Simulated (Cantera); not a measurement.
An isothermal, constant-pressure homogeneous reactor starts with H₂ : O₂ = 0.061 : 1 (molar parts), equivalence ratio 0.030, at 1425 K and 4.50 Torr. Integrator tolerance rtol = 1e-08.

Model: the H2/O2 subset of GRI-Mech 3.0, which has no nitrogen chemistry, integrated in Cantera. Radical loss at walls, strong at low pressure, is not modelled. The temperature is held fixed by assumption; the heat of reaction is taken as removed at once.

Question: What does this change do: 0.077 parts H2O added?

Answer: 
```json
[
 {"quantity": "x(H₂) at 1.00 s", "before": "0.000184 (gas-phase equilibrium 5.22e-7)", "after": "0.000147 (gas-phase equilibrium 1.14e-6)"},
 {"quantity": "x(O₂) at 1.00 s", "before": "0.933 (gas-phase equilibrium 0.941)", "after": "0.872 (gas-phase equilibrium 0.875)"},
 {"quantity": "x(H) at 1.00 s", "before": "0.000435 (gas-phase equilibrium 6.40e-8)", "after": "0.000139 (gas-phase equilibrium 9.46e-8)"},
 {"quantity": "x(O) at 1.00 s", "before": "0.00632 (gas-phase equilibrium 1.75e-5)", "after": "0.00219 (gas-phase equilibrium 1.69e-5)"},
 {"quantity": "x(OH) at 1.00 s", "before": "0.00296 (gas-phase equilibrium 0.000159)", "after": "0.00256 (gas-phase equilibrium 0.000226)"}
]
```

Question: What does this change do: temperature 1425 to 1050 K?

Answer: 
```
quantity                                           before                                     after
---------------  ----------------------------------------  ----------------------------------------
x(H₂) at 1.00 s  0.000184 (gas-phase equilibrium 5.22e-7)  1.20e-5 (gas-phase equilibrium 2.87e-10)
x(O₂) at 1.00 s       0.933 (gas-phase equilibrium 0.941)       0.940 (gas-phase equilibrium 0.941)
x(H) at 1.00 s   0.000435 (gas-phase equilibrium 6.40e-8)  1.32e-5 (gas-phase equilibrium 1.79e-12)
x(O) at 1.00 s    0.00632 (gas-phase equilibrium 1.75e-5)  0.000322 (gas-phase equilibrium 8.43e-9)
x(OH) at 1.00 s  0.00296 (gas-phase equilibrium 0.000159)  0.000229 (gas-phase equilibrium 1.18e-6)
```
